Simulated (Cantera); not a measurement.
Thermodynamics of halide evaporation, hydrolysis and transport, feed BaCl₂ + O₂ + H₂

A closed system holds: 1 mol BaCl₂, 2.7 mol O₂, 310 mol H₂, equilibrated at 0.240 Pa.

Equilibrium computed with Cantera from the NASA thermochemical tables; the gas is ideal and each condensed phase is pure. Candidate condensed phases: Ba, BaCl₂, BaO, Ba(OH)₂, H₂O; 19 gas species. Condensed phases not in the tables: oxide chlorides. Kinetics and transport are ignored.

```json
[
 {"T (K)": "1250", "x H₂": "0.979", "x H": "0.000309", "x H₂O": "0.0173", "x HCl": "0.000166", "x BaCl₂": "0.00311", "x Ba": "2.49e-6", "x BaCl": "5.04e-5", "x Cl": "4.49e-8", "n BaO(s)": "0.0147"},
 {"T (K)": "1300", "x H₂": "0.979", "x H": "0.000706", "x H₂O": "0.0173", "x HCl": "0.000184", "x BaCl₂": "0.00306", "x Ba": "1.22e-5", "x BaCl": "0.000117", "x Cl": "1.12e-7", "n BaO(s)": "0"},
 {"T (K)": "1350", "x H₂": "0.978", "x H": "0.00152", "x H₂O": "0.0173", "x HCl": "0.000284", "x BaCl₂": "0.00298", "x Ba": "2.64e-5", "x BaCl": "0.000180", "x Cl": "3.69e-7", "n BaO(s)": "0"},
 {"T (K)": "1400", "x H₂": "0.976", "x H": "0.00310", "x H₂O": "0.0173", "x HCl": "0.000428", "x BaCl₂": "0.00286", "x Ba": "5.27e-5", "x BaCl": "0.000262", "x Cl": "1.12e-6", "n BaO(s)": "0"},
 {"T (K)": "1450", "x H₂": "0.973", "x H": "0.00602", "x H₂O": "0.0173", "x HCl": "0.000628", "x BaCl₂": "0.00271", "x Ba": "9.79e-5", "x BaCl": "0.000364", "x Cl": "3.17e-6", "n BaO(s)": "0"},
 {"T (K)": "1500", "x H₂": "0.968", "x H": "0.0112", "x H₂O": "0.0172", "x HCl": "0.000895", "x BaCl₂": "0.00250", "x Ba": "0.000170", "x BaCl": "0.000482", "x Cl": "8.33e-6", "n BaO(s)": "0"},
 {"T (K)": "1550", "x H₂": "0.959", "x H": "0.0199", "x H₂O": "0.0171", "x HCl": "0.00124", "x BaCl₂": "0.00225", "x Ba": "0.000280", "x BaCl": "0.000610", "x Cl": "2.05e-5", "n BaO(s)": "0"},
 {"T (K)": "1600", "x H₂": "0.944", "x H": "0.0341", "x H₂O": "0.0170", "x HCl": "0.00165", "x BaCl₂": "0.00194", "x Ba": "0.000435", "x BaCl": "0.000734", "x Cl": "4.72e-5", "n BaO(s)": "0"},
 {"T (K)": "1650", "x H₂": "0.922", "x H": "0.0563", "x H₂O": "0.0168", "x HCl": "0.00212", "x BaCl₂": "0.00159", "x Ba": "0.000643", "x BaCl": "0.000837", "x Cl": "0.000101", "n BaO(s)": "0"},
 {"T (K)": "1700", "x H₂": "0.888", "x H": "0.0896", "x H₂O": "0.0164", "x HCl": "0.00259", "x BaCl₂": "0.00122", "x Ba": "0.000901", "x BaCl": "0.000896", "x Cl": "0.000203", "n BaO(s)": "0"},
 {"T (K)": "1750", "x H₂": "0.840", "x H": "0.138", "x H₂O": "0.0159", "x HCl": "0.00300", "x BaCl₂": "0.000854", "x Ba": "0.00120", "x BaCl": "0.000890", "x Cl": "0.000379", "n BaO(s)": "0"},
 {"T (K)": "1800", "x H₂": "0.774", "x H": "0.203", "x H₂O": "0.0152", "x HCl": "0.00324", "x BaCl₂": "0.000532", "x Ba": "0.00150", "x BaCl": "0.000809", "x Cl": "0.000651", "n BaO(s)": "0"}
]
```
x: gas mole fraction; n: condensed amount in mol.

At 1250 K the condensed part is BaO(s). From 1300 K to 1800 K nothing is condensed. The main Ba-bearing gas is BaCl₂ at 1250 K and Ba at 1800 K.
